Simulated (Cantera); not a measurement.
An adiabatic, constant-volume homogeneous reactor starts with C2H4 : O2 : N2 : H2O = 1 : 2.5 : 9.4 : 0.55 (molar parts), equivalence ratio 1.2, at 1050 K and 0.210 bar. Integrator tolerance rtol = 1e-08.

Model: GRI-Mech 3.0 (53 species, 325 reactions), integrated in Cantera. GRI-Mech 3.0 was tuned for natural gas; its chemistry of ethylene as a main component is partial and can be far from experiment.

Q: What does this change do: pressure from 0.210 bar to 10.0 bar?

A: 
```json
[
 {"quantity": "time of steepest temperature rise", "before": "18.0 ms", "after": "9.14 ms"},
 {"quantity": "temperature at 0.500 s", "before": "2751 K", "after": "3063 K"},
 {"quantity": "equilibrium temperature", "before": "2751 K", "after": "3063 K"},
 {"quantity": "x(C2H4) at 0.500 s", "before": "<1e-12 (gas-phase equilibrium <1e-12)", "after": "<1e-12 (gas-phase equilibrium <1e-12)"},
 {"quantity": "x(O2) at 0.500 s", "before": "0.0122 (gas-phase equilibrium 0.0122)", "after": "0.00507 (gas-phase equilibrium 0.00507)"},
 {"quantity": "x(H2O) at 0.500 s", "before": "0.131 (gas-phase equilibrium 0.131)", "after": "0.150 (gas-phase equilibrium 0.150)"},
 {"quantity": "x(CH3) at 0.500 s", "before": "<1e-12 (gas-phase equilibrium <1e-12)", "after": "7.53e-12 (gas-phase equilibrium 9.02e-12)"},
 {"quantity": "x(OH) at 0.500 s", "before": "0.0189 (gas-phase equilibrium 0.0189)", "after": "0.0124 (gas-phase equilibrium 0.0124)"}
]
```
Above 3000 K some thermodynamic fits are extrapolated.
